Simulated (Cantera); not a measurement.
An adiabatic, constant-pressure homogeneous reactor starts with CH₄ : O₂ : N₂ = 1 : 2.11 : 7.92 (molar parts), equivalence ratio 0.95, at 1325 K and 1.01 bar. Integrator tolerance rtol = 1e-08.

Cantera simulation using GRI-Mech 3.0 (53 species, 325 reactions); the numbers are that mechanism's predictions, not measurements.

```csv
quantity,before,after
time of steepest temperature rise,8.24 ms,0.898 ms
temperature at 4.00 s,2655 K,2730 K
equilibrium temperature,2655 K,2730 K
x(CH₄) at 4.00 s,<1e-12 (gas-phase equilibrium <1e-12),<1e-12 (gas-phase equilibrium <1e-12)
x(O₂) at 4.00 s,0.0219 (gas-phase equilibrium 0.0219),0.0241 (gas-phase equilibrium 0.0241)
x(CO₂) at 4.00 s,0.0571 (gas-phase equilibrium 0.0571),0.0506 (gas-phase equilibrium 0.0506)
x(OH) at 4.00 s,0.0160 (gas-phase equilibrium 0.0160),0.0195 (gas-phase equilibrium 0.0195)
x(NO) at 4.00 s,0.00900 (gas-phase equilibrium 0.00900),0.0105 (gas-phase equilibrium 0.0105)
x(CH₂O) at 4.00 s,1.55e-10 (gas-phase equilibrium 1.55e-10),2.28e-10 (gas-phase equilibrium 2.28e-10)
```

Q: Which change was made?
A) initial temperature 1325 to 1525 K
B) initial temperature 1325 to 1725 K
C) CH4 1 to 1.8 parts
D) constant volume in place of constant pressure

A: A, initial temperature 1325 to 1525 K
